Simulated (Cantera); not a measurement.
A perfectly stirred reactor is fed with CH4 : CO : O2 : N2 = 1 : 0.48 : 1.87 : 7.02 (molar parts), equivalence ratio 1.2, at 10.0 bar; it is adiabatic with a 498 K inlet, and is followed from long to short residence time, starting on the burning branch (τ in s: 0.046, 0.024, 0.013, 0.0065, 0.0034, 0.0018, 0.00092, 0.00048, 0.00025, 0.00013, 6.7e-05, 3.5e-05, 1.8e-05).

Detailed kinetics in Cantera: GRI-Mech 3.0 (53 species, 325 reactions).

Task: What does this change do: inlet temperature 498 to 300 K?

Result: 
| quantity | before | after |
|---|---|---|
| blow-out, bracketed by the residence times tried | burning at 35.0 µs, out at 18.0 µs | burning at 67.0 µs, out at 35.0 µs |
| x(CH4) at τ = 46.0 ms | 7.85e-6 | 2.73e-5 |
| x(CO) at τ = 46.0 ms | 0.0529 | 0.0518 |
| x(O2) at τ = 46.0 ms | 0.000105 | 8.26e-5 |
| x(HCN) at τ = 46.0 ms | 9.82e-7 | 1.94e-6 |
| x(H2) at τ = 46.0 ms | 0.0181 | 0.0189 |
| x(CH4) at τ = 0.920 ms | 8.45e-5 | 0.000185 |
| x(CO) at τ = 0.920 ms | 0.0542 | 0.0530 |
| x(O2) at τ = 0.920 ms | 0.00112 | 0.00126 |
| x(HCN) at τ = 0.920 ms | 1.18e-5 | 1.97e-5 |
| x(H2) at τ = 0.920 ms | 0.0185 | 0.0190 |
